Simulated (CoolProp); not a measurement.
Vapour-liquid equilibrium of R143a (1) + isobutene (2) at 4.65 bar; x and y are mole fractions of (1).

Model: multi-fluid Helmholtz-energy mixture model, Lemmon and Jacobsen 2000 and Lemmon 2005; pair parameters Bell 2016, in CoolProp.

```
x     bubble temperature (K)  y at the bubble point  dew temperature at overall composition x (K)  liquid density (mol/L)
----  ----------------------  ---------------------  --------------------------------------------  ----------------------
0.05                   302.8                  0.258                                         311.0                   10.40
0.15                   289.8                  0.528                                         307.2                   10.74
0.25                   282.5                  0.653                                         303.1                   10.98
0.35                   277.9             (withheld)                                         298.7              (withheld)
0.45                   274.7                  0.773                                         293.9                   11.35
0.55                   272.3                  0.812                                         288.6              (withheld)
0.65                   270.2                  0.848                                         282.7                   11.71
0.75                   268.4                  0.885                                         276.2              (withheld)
0.85                   266.6                  0.926                                         270.1                   12.15
0.95                   265.0                  0.973                                    (withheld)                   12.40
```

Q: What belongs in the gaps?

A: 
- 0.35, y at the bubble point: 0.724
- 0.35, liquid density (mol/L): 11.18
- 0.55, liquid density (mol/L): 11.53
- 0.75, liquid density (mol/L): 11.92
- 0.95, dew temperature at overall composition x (K): 265.7

No azeotrope shows between x = 0.05 and 0.95.

The pair parameters rest on a limited set of measurements; away from them the model extrapolates.
